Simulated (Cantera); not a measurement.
Input: 1 mol MgO, 1 mol CH₄, 0.55 mol CO, held at 0.320 bar.

Method: chemical equilibrium by Gibbs-energy minimisation in Cantera with the NASA 1993 tables (ideal gas, pure condensed phases). Candidate condensed phases: C, C₆H₆, C₇H₈, C₈H₁₈, H₂O, Mg, MgCO₃, MgO, Mg(OH)₂; 116 gas species. The numbers say what is thermodynamically allowed, not how fast it happens. All values below are at 1348 K.

Base state: H₂ 0.783, CO 0.216, CH₄ 0.00114, H₂O 0.000315, CO₂ 4.43e-5 (mole fractions); condensed: C(graphite) + MgO(s).

Q: What changes in the equilibrium state with this change: MgO replaced by Cu₂O?

A: 
| species | before | after |
|---|---|---|
| H₂ | 0.783 | 0.562 |
| CO | 0.216 | 0.436 |
| CH₄ | 0.00114 | 0.000591 |
| CO₂ | 4.43e-5 | 0.000182 |
| H₂O | 0.000315 | 0.000458 |
| C(graphite), mol | 0.998 | 0.000168 |
| MgO(s), mol | 1.00 | 0 |
| Cu(s), mol | 0 | 2.00 |
Further candidate phases: Cu, CuO, Cu(OH)₂, Cu₂O.

Q: What changes in the equilibrium state with this change: MgO replaced by TiO₂?

A: 
| species | before | after |
|---|---|---|
| H₂ | 0.783 | 0.692 |
| CO | 0.216 | 0.306 |
| CH₄ | 0.00114 | 0.000895 |
| CO₂ | 4.43e-5 | 8.94e-5 |
| H₂O | 0.000315 | 0.000396 |
| C(graphite), mol | 0.998 | 0.665 |
| MgO(s), mol | 1.00 | 0 |
| Ti₃O₅(s), mol | 0 | 0.333 |
Further candidate phases: Ti, TiC, TiO, TiO₂, Ti₂O₃, Ti₃O₅, Ti₄O₇.
